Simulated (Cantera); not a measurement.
Feed: 1 mol c-C4F8, 0.026 mol CH4, 3 mol H2, held at 1.10 Pa.

Method: chemical equilibrium by Gibbs-energy minimisation in Cantera with the NASA 1993 tables (ideal gas, pure condensed phases). Candidate condensed phases: C, C6H6, C7H8, C8H18; 95 gas species. The feed counts by its element totals alone. Equilibrium is a limit: real reactors are often held back by kinetics, nucleation or transport. All values below are at 2727 °C.

Base state: F 0.439, H 0.334, C 0.206, HF 0.0105, C2 0.00575, C3 0.00253, CF 0.00227, H2 4.92e-5 (mole fractions); condensed: gas only.

What changes in the equilibrium state with this change: pressure from 1.10 Pa to 0.670 bar?


```
species            before     after
----------------  -------  --------
HF                 0.0105     0.806
F                   0.439     0.119
CF2               5.73e-7    0.0578
H                   0.334   0.00155
C                   0.206   7.56e-5
CF                0.00227    0.0138
CF3                 <1e-9  0.000693
CF4                 <1e-9  0.000335
C(graphite), mol        0      3.46
```
